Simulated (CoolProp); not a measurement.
A Linde-Hampson liquefier for methane: isothermal reversible compression at 250 K from 1 atm to 25 MPa, throttling to 1 atm, return gas leaving the recuperator 10 K below the feed. Each further row changes one setting.

Values from CoolProp's reference Helmholtz-energy equation of state, Setzmann 1991.

```csv
case,liquid yield per pass,compression work (kJ/kg of gas)
as stated,0.327,634
high pressure 50 MPa,0.331,720
warm-end temperature 280 K,0.245,740
warm-end gap 15 K,0.317,634
```
